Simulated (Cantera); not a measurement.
**Equilibrium for boron, boron nitride and boron oxide: B + H₂O + N₂**

Charge: 1 mol B, 1.4 mol H₂O, 5.8 mol N₂, held at 0.470 bar.

Method: chemical equilibrium by Gibbs-energy minimisation in Cantera with the NASA 1993 tables (ideal gas, pure condensed phases). Candidate condensed phases: B, BN, B₂O₃, B₃O₃H₃, H₂O; 39 gas species. N₂ is the only nitrogen source here; it is nearly inert below about 1500 K, so the nitride shown seldom forms there in practice. Mutual solubility and eutectic melting of coexisting phases are not modelled. Gases not in the tables: H₃BO₃. The numbers say what is thermodynamically allowed, not how fast it happens.

From 552 °C to 1602 °C the condensed part is BN(s) + B₂O₃(l).

```tsv
T (°C)	x N₂	x H₂	x B₂O₃	x HBO₂	x HBO	x B₂O₂	n BN(s)	n B₂O₃(l)
552	0.805	0.194	<1e-12	1.62e-8	<1e-12	<1e-12	0.0735	0.463
702	0.805	0.194	2.09e-12	8.27e-7	4.11e-10	<1e-12	0.0732	0.463
852	0.805	0.194	1.42e-9	1.39e-5	5.05e-8	<1e-12	0.0729	0.464
1002	0.805	0.194	1.96e-7	0.000115	1.94e-6	2.97e-10	0.0727	0.463
1152	0.804	0.194	9.14e-6	0.000589	3.39e-5	5.45e-8	0.0734	0.461
1302	0.803	0.193	0.000198	0.00215	0.000336	3.60e-6	0.0760	0.452
1452	0.799	0.189	0.00245	0.00612	0.00219	0.000112	0.0801	0.411
1602	0.777	0.175	0.0198	0.0140	0.0102	0.00198	0.0694	0.212
```
x: gas mole fraction; n: condensed amount in mol.
